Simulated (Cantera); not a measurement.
Input (Python, Cantera) and output of one run.

```python
import numpy as np
import cantera as ct

gas_names = """
    B BH BH2 BH3 BN BO BO2 B2 B2O B2O2 B2O3 B3O3H3 H HBO HBO2 HNO HNO2 HNO3 HO2 H2 H2O H2O2 H3B3O6 N NH
    NH2 NH3 NH2OH NO NO2 NO3 N2 N2H2 N2H4 N2O O OH O2 O3
""".split()
cond_names = """
    B(b) B(L) BN(s) B2O3(L) B3O3H3(cr) H2O(s) H2O(L)
""".split()


def load(file, names, dense=False):
    # The tables refer to 1 bar. Condensed volumes are neglected.
    table = {s.name: s for s in ct.Species.list_from_file(file)}
    out = []
    for n in names:
        d = dict(table[n].input_data)
        d["thermo"] = dict(d["thermo"], **{"reference-pressure": 1e5})
        if dense:
            d["equation-of-state"] = {"model": "constant-volume", "density": "1e6 g/cm^3"}
        out.append(ct.Species.from_dict(d))
    return out


gas = ct.Solution(thermo="ideal-gas", species=load("nasa_gas.yaml", gas_names))
cond = {s.name: ct.Solution(thermo="fixed-stoichiometry", species=[s], name=s.name)
        for s in load("nasa_condensed.yaml", cond_names, dense=True)}
atoms = {
    'B2H6': {'B': 2, 'H': 6},
    'O2': {'O': 2},
    'N2': {'N': 2},
}
top_T = {'BN(s)': 3200}  # K; cautious upper limits of use, not melting points


def equilibrate(T, P, feed):
    n = {}
    for name, mol in feed.items():
        for a, k in atoms[name].items():
            n[a] = n.get(a, 0.0) + k * mol
    gas.TPX = T, P, n
    mass = sum(n.values()) * gas.mean_molecular_weight
    gas.equilibrate("TP")
    valid = [c for c in cond.values() if c.min_temp <= T <= top_T.get(c.name, c.max_temp)]
    mix = ct.Mixture([(gas, mass / gas.mean_molecular_weight)] + [(c, 0.0) for c in valid])
    mix.T, mix.P = T, P
    mix.equilibrate("TP", solver="vcs", rtol=1e-11, max_steps=5000)
    return mix


results = []
T = 1323  # K
P = 35  # Pa
for m in [14, 22, 30, 38, 46, 54, 62, 70, 79]:
    feed = {'B2H6': 1, 'O2': 0.21, 'N2': m}  # mol
    mix = equilibrate(T, P, feed)
    results.append((T, P, feed, dict(zip(mix.species_names, mix.species_moles))))

top = {s: max(r[3][s] / sum(r[3][g] for g in gas_names) for r in results) for s in gas_names}
cols = sorted((s for s in top if top[s] > 1e-05), key=lambda s: -top[s])[:5]
seen = [c for c in cond_names if any(r[3].get(c, 0) > 1e-12 for r in results)]
print("log10 of partial pressures in bar; condensed amounts in mol")
print(f"{'n(N2)':>10s}" + "".join(f"{s[:9]:>10s}" for s in cols + seen))
for T, P, feed, n in results:
    ng = sum(n[g] for g in gas_names)
    print(f"{feed['N2']:10.4g}" + "".join(f"{np.log10(max(n[s] / ng * P / 1e5, 1e-99)):10.3f}" for s in cols)
          + "".join(f"{n.get(c, 0):10.4g}" for c in seen))
```

Result:

```
log10 of partial pressures in bar; condensed amounts in mol
     n(N2)        N2        H2      HBO2      B2O3       HBO     BN(s)   B2O3(L)
        14    -3.546    -4.191    -6.118    -6.459    -6.666     1.729   0.09626
        22    -3.515    -4.367    -6.200    -6.459    -6.759     1.731    0.0819
        30    -3.499    -4.492    -6.260    -6.459    -6.824     1.733   0.06857
        38    -3.491    -4.589    -6.307    -6.459    -6.874     1.734   0.05588
        46    -3.485    -4.668    -6.346    -6.459    -6.915     1.735   0.04365
        54    -3.481    -4.735    -6.379    -6.459    -6.949     1.736   0.03176
        62    -3.477    -4.794    -6.407    -6.459    -6.979     1.737   0.02015
        70    -3.475    -4.845    -6.433    -6.459    -7.005     1.738  0.008747
        79    -3.473    -4.896    -6.468    -6.473    -7.035     1.739         0
```

These are equilibrium values from Cantera (NASA tables, ideal gas, pure condensed phases), not measurements of a reactor. The feed counts by its element totals alone. N2 is the only nitrogen source here; it is nearly inert below about 1500 K, so the nitride shown seldom forms there in practice. Mutual solubility and eutectic melting of coexisting phases are not modelled.
